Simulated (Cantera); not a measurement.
Charge: 1 mol Cu, 0.54 mol F2, 6.9 mol N2, equilibrated at 1400 K.

These are equilibrium values from Cantera (NASA tables, ideal gas, pure condensed phases), not measurements of a reactor. Candidate condensed phases: Cu, CuF2; 11 gas species. Each liquid is taken as pure. Mutual solubility and eutectic melting of coexisting phases are not modelled. Kinetics and transport are ignored.

### Question
Which condensed phases are stable at each of these points (P (Pa)): 1, 4.20, 18, 75, 320, 1300, 5600, 24000, 100000?

### Answer
```csv
P (Pa),condensed phases,Cu condensed (%)
1,gas only,0.0
4.20,gas only,0.0
18,gas only,0.0
75,gas only,0.0
320,gas only,0.0
1300,gas only,0.0
5600,Cu(l),4.0
24000,Cu(l),17.0
100000,Cu(l) + CuF2(l),69.6
```

From 1.00 Pa to 1300 Pa nothing is condensed. From 5600 Pa to 24000 Pa the condensed part is Cu(l). At 100000 Pa the condensed part is Cu(l) + CuF2(l).
